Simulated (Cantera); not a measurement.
Charge: 1 mol CH3Cl, 0.71 mol Si, 17 mol H2, at 33.8 Torr.

These are equilibrium values from Cantera (NASA tables, ideal gas, pure condensed phases), not measurements of a reactor. Candidate condensed phases: C, C6H6, C7H8, C8H18, Si, SiC; 109 gas species. The tables' values for SiCl are old estimates; treat these amounts as uncertain. Gases not in the tables: Si2H6 and higher silanes. The numbers say what is thermodynamically allowed, not how fast it happens.

x: gas mole fraction; n: condensed amount in mol.

| T (K) | x H2 | x H | x HCl | x CH4 | x Si | x C2H2 (acetylene) | x Cl | n SiC(s) | n C(graphite) |
|---|---|---|---|---|---|---|---|---|---|
| 798 | 0.948 | 1.22e-11 | 0.0165 | 0.0254 | <1e-12 | <1e-12 | <1e-12 | 0.534 | 0 |
| 948 | 0.945 | 2.40e-9 | 0.0461 | 0.00690 | <1e-12 | 2.44e-10 | 1.12e-10 | 0.676 | 0.194 |
| 1098 | 0.946 | 1.13e-7 | 0.0523 | 0.00147 | <1e-12 | 1.20e-8 | 5.62e-9 | 0.708 | 0.264 |
| 1248 | 0.947 | 2.14e-6 | 0.0526 | 0.000450 | <1e-12 | 2.30e-7 | 1.02e-7 | 0.709 | 0.282 |
| 1398 | 0.947 | 2.17e-5 | 0.0525 | 0.000176 | 8.23e-11 | 2.32e-6 | 9.92e-7 | 0.709 | 0.287 |
| 1548 | 0.947 | 0.000141 | 0.0525 | 8.28e-5 | 6.17e-9 | 1.49e-5 | 6.25e-6 | 0.708 | 0.289 |
| 1698 | 0.947 | 0.000663 | 0.0523 | 4.45e-5 | 2.14e-7 | 6.82e-5 | 2.85e-5 | 0.707 | 0.289 |
| 1848 | 0.945 | 0.00243 | 0.0520 | 2.65e-5 | 4.16e-6 | 0.000243 | 0.000102 | 0.705 | 0.285 |
| 1998 | 0.940 | 0.00733 | 0.0514 | 1.70e-5 | 5.14e-5 | 0.000712 | 0.000299 | 0.701 | 0.271 |
| 2148 | 0.927 | … | 0.0502 | … | … | … | … | 0.688 | … |
| 2298 | 0.899 | 0.0428 | 0.0481 | 7.81e-6 | 0.00290 | 0.00385 | 0.00165 | 0.613 | 0.216 |
| 2448 | 0.837 | … | … | … | … | … | … | … | … |
| 2598 | 0.754 | 0.156 | 0.0398 | 3.30e-6 | 0.0213 | 0.0121 | 0.00576 | 0 | 0.122 |
| 2748 | 0.653 | 0.259 | 0.0340 | 1.69e-6 | 0.0215 | 0.0130 | 0.00934 | 0 | 0 |

Fill in the missing entries.


- 2148, x H: 0.0189
- 2148, x CH4: 1.14e-5
- 2148, x Si: 0.000446
- 2148, x C2H2 (acetylene): 0.00178
- 2148, x Cl: 0.000750
- 2148, n C(graphite): 0.242
- 2448, x H: 0.0859
- 2448, x HCl: 0.0437
- 2448, x CH4: 5.16e-6
- 2448, x Si: 0.0150
- 2448, x C2H2 (acetylene): 0.00724
- 2448, x Cl: 0.00318
- 2448, n SiC(s): 0.207
- 2448, n C(graphite): 0.320
